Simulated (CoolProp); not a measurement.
Vapour-liquid equilibrium of propane (1) + isohexane (2) at 0.046 MPa; x and y are mole fractions of (1).

Computed with CoolProp (multi-fluid Helmholtz-energy mixture model, Lemmon 2009 and Lemmon 2006; pair parameters Bell 2016).

| x | bubble temperature, mixture model (°C) | bubble temperature, Raoult's law (°C) | y, mixture model | y, Raoult's law |
|---|---|---|---|---|
| 0.05 | 10.6 | 10.2 | 0.684 | 0.696 |
| 0.15 | [?] | -15.7 | 0.931 | 0.930 |
| 0.25 | [?] | -28.4 | 0.973 | 0.972 |
| 0.35 | -37.6 | -36.4 | 0.986 | 0.986 |
| 0.45 | -43.0 | -42.1 | 0.992 | 0.992 |
| 0.55 | [?] | -46.5 | 0.995 | 0.995 |
| 0.65 | -50.4 | -50.0 | 0.997 | 0.997 |
| 0.75 | -53.1 | -52.9 | 0.998 | 0.999 |
| 0.85 | -55.5 | -55.4 | 0.999 | 0.999 |
| 0.95 | -57.6 | -57.6 | 1.000 | 1.000 |

Question: Some entries are withheld; supply them.

Answer: 
- 0.15, bubble temperature, mixture model (°C): -16.7
- 0.25, bubble temperature, mixture model (°C): -29.7
- 0.55, bubble temperature, mixture model (°C): -47.1

The largest gap from Raoult's law is -1.3 K in bubble temperature, at x = 0.25. No azeotrope shows between x = 0.05 and 0.95.

The pair parameters rest on a limited set of measurements; away from them the model extrapolates. The gap from Raoult's law changes sign with composition, which may be real or a fault of the pair parameters; it wasn't checked against measurements.
